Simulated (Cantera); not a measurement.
A perfectly stirred reactor is fed with 1.88 % CO, 8.59 % O₂, 0.0385 % H₂O, 89.5 % N₂, at 6.81 atm; it is held at 1300 K, and followed from long to short residence time.

Detailed kinetics in Cantera: GRI-Mech 3.0 (53 species, 325 reactions).

Problem. Predict: x(CO) at τ = 14.0 s; x(O₂) at τ = 14.0 s; x(H₂O) at τ = 14.0 s; x(OH) at τ = 14.0 s; x(CO₂) at τ = 14.0 s; x(CO) at τ = 0.350 s; x(O₂) at τ = 0.350 s; x(H₂O) at τ = 0.350 s; x(OH) at τ = 0.350 s; x(CO₂) at τ = 0.350 s.

Solution. 
```
Quantity                 Result
---------------------  --------
x(CO) at τ = 14.0 s     5.83e-5
x(O₂) at τ = 14.0 s      0.0773
x(H₂O) at τ = 14.0 s   0.000388
x(OH) at τ = 14.0 s     1.16e-6
x(CO₂) at τ = 14.0 s     0.0189
x(CO) at τ = 0.350 s    0.00119
x(O₂) at τ = 0.350 s     0.0778
x(H₂O) at τ = 0.350 s  0.000386
x(OH) at τ = 0.350 s    1.98e-6
x(CO₂) at τ = 0.350 s    0.0178
```
